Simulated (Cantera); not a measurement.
Cantera run:

```python
import numpy as np
import cantera as ct

gas_names = [...]  # 105 gases of nasa_gas.yaml made of C, H, N, Si
cond_names = """
    C(gr) C6H6(L) C7H8(L) C8H18(L),n-octa Si(cr) Si(L) SiC(b) Si3N4(a)
""".split()


# ... load() reads the species with a 1 bar reference pressure and builds the phases ...
atoms = {
    'Si3N4': {'Si': 3, 'N': 4},
    'C': {'C': 1},
    'H2': {'H': 2},
}
top_T = {'C(gr)': 4500, 'SiC(b)': 3050, 'Si3N4(a)': 2400}  # K; cautious upper limits of use, not melting points


# ... equilibrate(T, P, feed) seeds the gas with the atoms and calls Mixture.equilibrate('TP', solver="vcs", rtol=1e-11, max_steps=5000) ...
results = []
feed = {'Si3N4': 1, 'C': 0.062, 'H2': 0.21}  # mol
P = 1333.22  # Pa
for T in [1650, 1800, 1950, 2100, 2250, 2400, 2550]:
    mix = equilibrate(T, P, feed)
    results.append((T, P, feed, dict(zip(mix.species_names, mix.species_moles))))

top = {s: max(r[3][s] / sum(r[3][g] for g in gas_names) for r in results) for s in gas_names}
cols = sorted((s for s in top if top[s] > 1e-06), key=lambda s: -top[s])[:6]
seen = [c for c in cond_names if any(r[3].get(c, 0) > 1e-12 for r in results)]
print("log10 of partial pressures in bar; condensed amounts in mol")
print(f"{'T/K':>10s}" + "".join(f"{s[:9]:>10s}" for s in cols + seen))
for T, P, feed, n in results:
    ng = sum(n[g] for g in gas_names)
    print(f"{T:10.4g}" + "".join(f"{np.log10(max(n[s] / ng * P / 1e5, 1e-99)):10.3f}" for s in cols)
          + "".join(f"{n.get(c, 0):10.4g}" for c in seen))
```

Result:

```
log10 of partial pressures in bar; condensed amounts in mol
       T/K        N2        H2        Si         H      Si2C       Si2     Si(L)    SiC(b)  Si3N4(a)
      1650    -2.659    -1.953    -6.907    -5.018    -9.261    -9.714         0   0.06199    0.9793
      1800    -2.055    -2.347    -5.498    -4.620    -7.472    -7.717    0.5528   0.06195     0.795
      1950    -1.920    -2.906    -4.623    -4.394    -6.280    -6.661     2.934   0.06154         0
      2100    -1.925    -2.925    -3.875    -3.969    -5.263    -5.760     2.913   0.05993         0
      2250    -1.945    -2.975    -3.227    -3.617    -4.387    -4.981     2.818   0.05144         0
      2400    -2.020    -3.118    -2.662    -3.358    -3.626    -4.303     2.399         0         0
      2550    -2.285    -3.561    -2.164    -3.287    -3.818    -3.707   0.01742         0         0
```

Method: chemical equilibrium by Gibbs-energy minimisation in Cantera with the NASA 1993 tables (ideal gas, pure condensed phases). Mutual solubility and eutectic melting of coexisting phases are not modelled. The tables' values for SiN are old estimates; treat these amounts as uncertain. Gases not in the tables: Si2H6 and higher silanes.
